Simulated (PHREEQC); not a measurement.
PHREEQC input (Pitzer model, pitzer.dat):

```
SOLUTION 1
  temp 90
  units mol/kgw
  pH 7 charge
  S(6) 0.136
  Na 0.2259
  Mg 0.015
  K 0.022
  Cl 0.0059
END
USE solution 1
INCREMENTAL_REACTIONS false
REACTION 1
  H2O -1
  0 9.886 18.011 24.689 30.178 34.689 38.397 41.444
  43.949 46.007 47.699 49.089 50.232 51.172 51.944 52.578
  53.1 53.528 53.88 54.17 54.408 54.603 moles
EQUILIBRIUM_PHASES 1
  Arcanite 0 0
  Bischofite 0 0
  Bloedite 0 0
  Brucite 0 0
  Carnallite 0 0
  Epsomite 0 0
  Glaserite 0 0
  Halite 0 0
  Hexahydrite 0 0
  Kainite 0 0
  Kieserite 0 0
  Leonite 0 0
  Mirabilite 0 0
  Misenite 0 0
  Schoenite 0 0
  Sylvite 0 0
  Thenardite 0 0
  MgCl2_4H2O 0 0
SELECTED_OUTPUT 1
  -reset false
  -pH true
  -pe true
  -ionic_strength true
  -water true
  -activities H2O
  -totals Cl K Mg Na S
  -molalities H+ Na+ K+ Mg+2 Cl- SO4-2 OH- HSO4- MgOH+
  -equilibrium_phases Arcanite Bischofite Bloedite Brucite Carnallite Epsomite Glaserite Halite Hexahydrite Kainite
    Kieserite Leonite Mirabilite Misenite Schoenite Sylvite Thenardite MgCl2_4H2O
PRINT
  -reset false
END
```

Selected output (columns that matter, 13 of 22 rows; water left (kg) added in front):

```
water left (kg)	pH	mu	Cl	K	Mg	Na	S	m_H+	m_Na+	m_K+	m_Mg+2	m_Cl-	la_H2O	Thenardite
1	6.6727	0.42889	0.0059	0.022	0.015	0.2259	0.136	4.0479e-07	0.2259	0.022	0.014998	0.0059	-0.0023499	0
0.675514	6.6833	0.63491	0.0087341	0.032568	0.022205	0.33441	0.20133	4.3463e-07	0.33441	0.032568	0.022203	0.0087341	-0.0033868	0
0.456313	6.6862	0.93991	0.01293	0.048213	0.032872	0.49505	0.29804	4.7665e-07	0.49505	0.048213	0.032869	0.01293	-0.0048776	0
0.375043	6.6842	1.1436	0.015732	0.05866	0.039995	0.60233	0.36263	5.0265e-07	0.60233	0.05866	0.039991	0.015732	-0.0058526	0
0.253345	6.6726	1.6929	0.023288	0.086838	0.059208	0.89167	0.53682	5.6416e-07	0.89167	0.086838	0.059202	0.023288	-0.0084316	0
0.171138	6.6486	2.5061	0.034475	0.12855	0.087649	1.32	0.79468	6.329e-07	1.32	0.12855	0.087641	0.034475	-0.012193	0
0.140655	6.631	3.0493	0.041947	0.15641	0.10664	1.6061	0.96691	6.6483e-07	1.6061	0.15641	0.10663	0.041947	-0.014707	0
0.0950203	6.5812	4.5137	0.062092	0.23153	0.15786	2.3774	1.4313	7.0091e-07	2.3774	0.23153	0.15785	0.062092	-0.021582	0
0.064177	6.5036	6.683	0.091933	0.3428	0.23373	3.52	2.1191	6.4756e-07	3.52	0.3428	0.23371	0.091933	-0.031984	0
0.0433505	6.3804	9.8937	0.1361	0.50749	0.34602	5.211	3.1372	4.4509e-07	5.211	0.50749	0.34599	0.1361	-0.046745	0
0.029298	6.2395	12.412	0.20138	0.7509	0.51198	6.2254	3.8994	2.779e-07	6.2254	0.7509	0.51194	0.20138	-0.055832	0.021755
0.0240733	6.1747	13.266	0.24508	0.91387	0.6231	6.3503	4.1326	2.226e-07	6.3503	0.91387	0.62305	0.24508	-0.058041	0.036513
0.0162724	6.0141	16.019	0.36258	1.352	0.92181	6.9904	4.9117	8.7401e-08	6.9904	1.352	0.92175	0.36258	-0.062935	0.056074
```

Constants without temperature data keep their 25 °C values here.
